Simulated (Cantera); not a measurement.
An adiabatic, constant-pressure homogeneous reactor starts with C3H8 : O2 : N2 = 1 : 11.1 : 41.8 (molar parts), equivalence ratio 0.45, at 1675 K and 6.70 bar. Integrator tolerance rtol = 1e-08.

Computed with Cantera and GRI-Mech 3.0 (53 species, 325 reactions). GRI-Mech 3.0 was tuned for natural gas; its chemistry of propane as a main component is partial and can be far from experiment.

| quantity | before | after |
|---|---|---|
| time of steepest temperature rise | 5.88 µs | 18.9 µs |
| temperature at 1.00 s | 2534 K | 2491 K |
| equilibrium temperature | 2534 K | 2491 K |
| x(C3H8) at 1.00 s | <1e-12 (gas-phase equilibrium <1e-12) | <1e-12 (gas-phase equilibrium <1e-12) |
| x(O2) at 1.00 s | 0.101 (gas-phase equilibrium 0.101) | 0.101 (gas-phase equilibrium 0.101) |
| x(HCN) at 1.00 s | 6.89e-12 (gas-phase equilibrium 6.89e-12) | 5.85e-12 (gas-phase equilibrium 5.85e-12) |
| x(CH3) at 1.00 s | <1e-12 (gas-phase equilibrium <1e-12) | <1e-12 (gas-phase equilibrium <1e-12) |
| x(CH4) at 1.00 s | <1e-12 (gas-phase equilibrium <1e-12) | <1e-12 (gas-phase equilibrium <1e-12) |
| x(CO) at 1.00 s | 0.00277 (gas-phase equilibrium 0.00277) | 0.00499 (gas-phase equilibrium 0.00499) |
| x(HO2) at 1.00 s | 1.20e-5 (gas-phase equilibrium 1.20e-5) | 6.89e-6 (gas-phase equilibrium 6.89e-6) |

Which change was made?
A) initial temperature 1675 to 1425 K
B) pressure from 6.70 bar to 2.90 bar
C) constant volume in place of constant pressure
D) pressure from 6.70 bar to 1.20 bar

D, pressure from 6.70 bar to 1.20 bar
